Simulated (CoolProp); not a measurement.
Vapour-liquid equilibrium of R125 (1) + R236EA (2) at 274.9 K; x and y are mole fractions of (1).

Model: multi-fluid Helmholtz-energy mixture model, Lemmon 2005 and Rui 2013; pair parameters Bell 2016, in CoolProp.

**Question.** Give the bubble pressure and the first vapour's composition at x = 0.05, 0.15, 0.45. Is there an azeotrope?

**Answer.** x = 0.05: 1.158 bar, y = 0.298; x = 0.15: 1.777 bar, y = 0.578; x = 0.45: 3.581 bar, y = 0.849. No azeotrope shows between x = 0.05 and 0.95.

Pair parameters are fitted to limited data, so mixtures are less certain than the pure fluids.
